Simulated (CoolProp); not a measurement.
A simple Rankine cycle with cyclopentane: condensing at 322.15 K, boiler at 0.664 MPa, turbine inlet 409.1 K, turbine efficiency 0.7, pump efficiency 0.8, no recuperator. Each further row changes one setting.

Computed with CoolProp (reference Helmholtz-energy equation of state, Gedanitz 2015).

```
case                             thermal efficiency (%)  net work (kJ/kg)  heat in (kJ/kg)  turbine exit temperature (K)  volume ratio over the turbine
-------------------------------  ----------------------  ----------------  ---------------  ----------------------------  -----------------------------
as stated                                          10.8              54.8              507                         365.8                           6.53
turbine inlet 429.1 K                              10.7              58.4              545                         387.2                           6.48
condensing temperature 314.15 K                    11.9              62.3              522                         360.3                           8.48
boiler pressure 0.465 MPa                           9.0              46.1              513                         375.3                           4.51
turbine efficiency 0.6                              9.2              46.8              507                         370.9                           6.63
```
